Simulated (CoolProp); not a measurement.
CF4 (R14) along the isotherm 208.4 K: fugacity coefficient from the reference equation and from simpler models built on Tc = 227.4 K, pc = 3762 kPa, ω = 0.178; each cubic takes its own stable root.

The numbers come from the reference Helmholtz-energy equation of state, Platzer 1990 in CoolProp. This equation is an older, rougher fit; its heat capacities, sound speeds and derivatives of the liquid may be far off and weren't checked against measurements.

| p (kPa) | phase | reference | van der Waals | Redlich-Kwong | Soave-Redlich-Kwong | Peng-Robinson |
|---|---|---|---|---|---|---|
| 627 | gas | 0.9269 | 0.9392 | (withheld) | 0.9261 | 0.9197 |
| 1250 | gas | (withheld) | 0.8789 | 0.8573 | 0.8537 | (withheld) |
| 1880 | gas | 0.7810 | 0.8172 | 0.7858 | 0.7802 | 0.7646 |
| 2510 | liquid | (withheld) | (withheld) | 0.6767 | 0.6459 | 0.6270 |
| 3140 | liquid | 0.5239 | (withheld) | 0.5580 | 0.5321 | 0.5147 |
| 3760 | liquid | 0.4492 | (withheld) | 0.4801 | 0.4574 | 0.4410 |
| 4390 | liquid | 0.3951 | 0.4960 | 0.4235 | 0.4032 | 0.3875 |
| 5020 | liquid | 0.3547 | 0.4507 | 0.3813 | 0.3627 | 0.3475 |
| 5640 | liquid | 0.3239 | 0.4162 | 0.3490 | 0.3318 | 0.3169 |

Task: What belongs in the gaps?

Result: 
- 627, Redlich-Kwong: 0.9279
- 1250, reference: 0.8548
- 1250, Peng-Robinson: 0.8422
- 2510, reference: 0.6379
- 2510, van der Waals: 0.7528
- 3140, van der Waals: 0.6409
- 3760, van der Waals: 0.5569

At some of these states van der Waals gives the other phase, because its saturation line lies elsewhere.
